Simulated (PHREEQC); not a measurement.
A solution holds 6.7 mmol/kgw H2SO4, 2 mmol/kgw CuSO4 and 19 mmol/kgw MnSO4, at 25 °C. Closed to the air; pH follows from the charge balance.

Equilibrium calculation in PHREEQC: ion-association model, phreeqc.dat.

### Question
The ionic strength comes out as 0.0647 mol/kgw. What activity coefficients do HSO4-, H+, Cu+2, SO4-2, Mn+2 get?

### Answer
HSO4- 0.81, H+ 0.84, Cu+2 0.45, SO4-2 0.43, Mn+2 0.45.

No solid was allowed to form.
